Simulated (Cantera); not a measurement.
A closed system holds: 1 mol CH2F2, 0.65 mol HCl, 3.2 mol H2, held at 0.280 bar.

These are equilibrium values from Cantera (NASA tables, ideal gas, pure condensed phases), not measurements of a reactor. Candidate condensed phases: C, C6H6, C7H8, C8H18; 118 gas species. The numbers say what is thermodynamically allowed, not how fast it happens. All values below are at 902 °C.

Base state: H2 0.545, HF 0.342, HCl 0.111, CH4 0.00159 (mole fractions); condensed: C(graphite).

What changes in the equilibrium state with this change: CH2F2 replaced by CH3Cl?


```tsv
species	before	after
H2	0.545	0.714
HCl	0.111	0.283
CH4	0.00159	0.00274
HF	0.342	0
C(graphite), mol	0.991	0.984
```
